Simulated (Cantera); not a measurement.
Input: 1 mol Cu2O, 0.42 mol C, 1.1 mol CO, 0.92 mol CH4, equilibrated at 0.00450 bar.

These are equilibrium values from Cantera (NASA tables, ideal gas, pure condensed phases), not measurements of a reactor. Candidate condensed phases: C, C6H6, C7H8, C8H18, Cu, CuO, Cu(OH)2, Cu2O, H2O; 113 gas species. Kinetics and transport are ignored.

log p: log10 of the partial pressure in bar; n: condensed amount in mol.

| T (°C) | log p CO | log p H2 | log p Cu | log p H | log p H2O | log p CO2 | n C(graphite) | n Cu(s) | n Cu(l) |
|---|---|---|---|---|---|---|---|---|---|
| 952 | -2.62 | -2.68 | -7.62 | -7.85 | -7.00 | -7.11 | 0.340 | 2.00 | 0 |
| 977 | -2.62 | -2.68 | -7.33 | -7.65 | -7.12 | -7.26 | 0.340 | 2.00 | 0 |
| 1002 | -2.62 | -2.68 | -7.06 | -7.47 | -7.23 | -7.39 | 0.340 | 2.00 | 0 |
| 1027 | -2.62 | -2.68 | … | … | … | … | 0.340 | 2.00 | 0 |
| 1052 | -2.62 | -2.68 | -6.55 | -7.13 | -7.44 | -7.65 | 0.340 | 2.00 | 0 |
| 1077 | -2.62 | -2.68 | -6.31 | -6.96 | -7.54 | -7.78 | 0.340 | 2.00 | 0 |
| 1102 | -2.62 | -2.68 | … | … | … | … | 0.340 | 0 | 2.00 |
| 1127 | -2.62 | -2.68 | -5.87 | -6.65 | -7.73 | -8.01 | 0.340 | 0 | 2.00 |

### Question
Complete the blanks.

### Answer

- 1102, log p Cu: -6.08
- 1102, log p H: -6.80
- 1102, log p H2O: -7.63
- 1102, log p CO2: -7.89
- 1027, log p Cu: -6.80
- 1027, log p H: -7.29
- 1027, log p H2O: -7.34
- 1027, log p CO2: -7.53
